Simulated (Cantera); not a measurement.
A Cantera script and its output.

```python
import numpy as np
import cantera as ct

surf = ct.Interface("diamond.yaml", "diamond_100")
gas, bulk = surf.adjacent["gas"], surf.adjacent["diamond"]
k = surf.kinetics_species_index(bulk.species_names[0])
cover = ["c6HH", "c6H*", "c6*H", "c6**", "c6HM", "c6B"]

rows, drift = [], 0.0
print(f"{'xCH3':>10s}{'um/h':>11s}" + "".join(f"{s:>11s}" for s in cover))
for v in [1e-06, 2.1e-06, 4.3e-06, 8.9e-06, 1.8e-05, 3.8e-05, 8e-05, 0.00016, 0.00034]:
    T, P, xH, xCH3 = 1000, 3300, 0.014, v
    gas.TPX = T, P, {"H": xH, "CH3": xCH3, "CH4": 0.0037, "H2": 1 - xH - xCH3 - 0.0037}
    surf.TP = bulk.TP = T, P
    surf.coverages = "c6H*:0.1, c6HH:0.9"
    surf.advance_coverages(100.0)
    before = surf.coverages
    surf.advance_coverages(100.0)
    drift = max(drift, np.max(np.abs(surf.coverages - before) / (surf.coverages + 1e-9)))
    rate = surf.net_production_rates[k] * bulk.mean_molecular_weight / bulk.density * 3.6e9
    rows.append([rate, *surf[cover].coverages])
    print(f"{v:10.4g}{rate:11.4e}" + "".join(f"{x:11.3e}" for x in rows[-1][1:]))
```

Result:

```
      xCH3       um/h       c6HH       c6H*       c6*H       c6**       c6HM        c6B
     1e-06 1.7207e-02  5.967e-01  1.842e-02  3.750e-01  9.801e-03  3.830e-05  4.669e-11
   2.1e-06 3.6133e-02  5.967e-01  1.841e-02  3.750e-01  9.800e-03  8.042e-05  9.805e-11
   4.3e-06 7.3977e-02  5.966e-01  1.841e-02  3.750e-01  9.798e-03  1.646e-04  2.007e-10
   8.9e-06 1.5307e-01  5.965e-01  1.841e-02  3.749e-01  9.795e-03  3.407e-04  4.154e-10
   1.8e-05 3.0942e-01  5.962e-01  1.840e-02  3.747e-01  9.789e-03  6.886e-04  8.396e-10
   3.8e-05 6.5243e-01  5.956e-01  1.838e-02  3.743e-01  9.775e-03  1.452e-03  1.770e-09
     8e-05 1.3701e+00  5.943e-01  1.834e-02  3.735e-01  9.746e-03  3.049e-03  3.718e-09
   0.00016 2.7272e+00  5.919e-01  1.826e-02  3.719e-01  9.690e-03  6.070e-03  7.401e-09
   0.00034 5.7343e+00  5.865e-01  1.809e-02  3.683e-01  9.568e-03  1.276e-02  1.556e-08
```

Model: the Harris–Goodwin 1993 mechanism for the reconstructed diamond (100) surface, integrated in Cantera.
